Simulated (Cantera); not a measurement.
What does this Cantera script print?

```python
import numpy as np
import cantera as ct

gas = ct.Solution("h2o2.yaml")
gas.TPX = 625, 260000, {'H2': 1, 'O2': 0.333, 'N2': 1.25, 'H2O': 0.42}
inlet = ct.Reservoir(gas, clone=True)
gas.equilibrate("HP")  # start burning
reactor = ct.IdealGasConstPressureReactor(gas, energy="on", clone=False)
exhaust = ct.Reservoir(gas, clone=True)
tau = [0.1, 0.045, 0.02, 0.0089, 0.0039, 0.0017, 0.00077, 0.00034, 0.00015, 6.7e-05, 3e-05, 1.3e-05, 5.8e-06][0]
for a, b in ((inlet, reactor), (reactor, exhaust)):
    ct.MassFlowController(a, b, mdot=lambda t: reactor.mass / tau)
net = ct.ReactorNet([reactor])
show = ['H2', 'O2', 'H2O', 'OH', 'HO2', 'H', 'H2O2']

rows = []
print(f"{'tau/s':>10s}{'T/K':>9s}" + "".join(f"{s:>11s}" for s in show))
for tau in [0.1, 0.045, 0.02, 0.0089, 0.0039, 0.0017, 0.00077, 0.00034, 0.00015, 6.7e-05, 3e-05, 1.3e-05, 5.8e-06]:
    net.initial_time = 0.0
    net.advance(30 * tau)
    before = gas.X
    net.advance(40 * tau)
    drift = np.max(np.abs(gas.X - before) / (gas.X + 1e-9))
    rows.append([gas.T, *gas[show].X, drift])
    print(f"{tau:10.3e}{gas.T:9.1f}" + "".join(f"{x:11.3e}" for x in gas[show].X))
```

It prints:

```
     tau/s      T/K         H2         O2        H2O         OH        HO2          H       H2O2
 1.000e-01   2194.6  1.246e-01  2.578e-05  4.055e-01  7.019e-04  1.580e-08  1.560e-03  9.074e-09
 4.500e-02   2191.7  1.245e-01  4.445e-05  4.052e-01  8.446e-04  2.904e-08  1.886e-03  1.366e-08
 2.000e-02   2186.5  1.243e-01  7.699e-05  4.047e-01  1.093e-03  6.038e-08  2.459e-03  2.320e-08
 8.900e-03   2178.1  1.241e-01  1.324e-04  4.039e-01  1.483e-03  1.332e-07  3.380e-03  4.175e-08
 3.900e-03   2165.1  1.238e-01  2.311e-04  4.026e-01  2.067e-03  2.998e-07  4.806e-03  7.588e-08
 1.700e-03   2145.4  1.233e-01  4.084e-04  4.007e-01  2.881e-03  6.510e-07  6.913e-03  1.328e-07
 7.700e-04   2118.2  1.228e-01  7.076e-04  3.980e-01  3.894e-03  1.288e-06  9.774e-03  2.156e-07
 3.400e-04   2077.9  1.223e-01  1.248e-03  3.941e-01  5.163e-03  2.466e-06  1.390e-02  3.425e-07
 1.500e-04   2021.3  1.218e-01  2.186e-03  3.885e-01  6.543e-03  4.548e-06  1.955e-02  5.392e-07
 6.700e-05   1945.6  1.216e-01  3.737e-03  3.810e-01  7.745e-03  8.177e-06  2.685e-02  8.600e-07
 3.000e-05   1848.0  1.224e-01  6.298e-03  3.712e-01  8.385e-03  1.479e-05  3.571e-02  1.427e-06
 1.300e-05   1721.7  1.266e-01  1.105e-02  3.570e-01  7.991e-03  2.888e-05  4.520e-02  2.519e-06
 5.800e-06   1566.1  1.439e-01  2.151e-02  3.326e-01  6.147e-03  6.465e-05  4.872e-02  4.341e-06
```

Computed with Cantera and the H2/O2 subset of GRI-Mech 3.0, which has no nitrogen chemistry. The hydrogen kinetics of GRI-Mech 3.0 are dated; newer H2 mechanisms differ, most at raised pressure.
